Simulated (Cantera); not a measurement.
**Thermodynamics of tantalum, niobium, vanadium and zirconium in process gases, feed Ta + H₂O**

Charge: 1 mol Ta, 0.01 mol H₂O, equilibrated at 13300 Pa.

These are equilibrium values from Cantera (NASA tables, ideal gas, pure condensed phases), not measurements of a reactor. Candidate condensed phases: H₂O, Ta, Ta₂O₅; 12 gas species. Mutual solubility and eutectic melting of coexisting phases are not modelled. Condensed phases not in the tables: N, O or C dissolved in the metal. Rates play no part.

```csv
T (°C),x H₂,x H,x H₂O,x TaO₂,n Ta(s),n Ta₂O₅(s),n Ta₂O₅(l)
1325,1.000,0.000146,0.000196,1.14e-9,0.996,0.00200,0
1425,0.999,0.000396,0.000380,1.55e-8,0.996,0.00200,0
1525,0.998,0.000963,0.000680,1.55e-7,0.996,0.00200,0
1625,0.997,0.00214,0.00114,1.21e-6,0.996,0.00200,0
1725,0.994,0.00438,0.00180,7.62e-6,0.996,0.00200,0
1825,0.989,0.00838,0.00265,3.78e-5,0.996,0,0.00199
1925,0.981,0.0151,0.00358,0.000149,0.996,0,0.00199
2025,0.969,0.0258,0.00468,0.000513,0.996,0,0.00199
```
x: gas mole fraction; n: condensed amount in mol.

From 1325 °C to 1725 °C the condensed part is Ta(s) + Ta₂O₅(s). From 1825 °C to 2025 °C the condensed part is Ta(s) + Ta₂O₅(l).
